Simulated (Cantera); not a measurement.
Thermodynamics of fluorocarbon and chlorocarbon gases, feed CCl4 + HCl + H2 + CH4

Feed: 1 mol CCl4, 0.29 mol HCl, 15 mol H2, 0.066 mol CH4, equilibrated at 502 °C and 140 Pa.

Method: chemical equilibrium by Gibbs-energy minimisation in Cantera with the NASA 1993 tables (ideal gas, pure condensed phases). Candidate condensed phases: C, C6H6, C7H8, C8H18; 91 gas species. Kinetics and transport are ignored.

```
Item               Result
--------------  ---------
x(H2)               0.752
x(HCl)              0.247
x(CH4)            0.00162
n(C(graphite))   1.04 mol
gas amount      17.39 mol
```
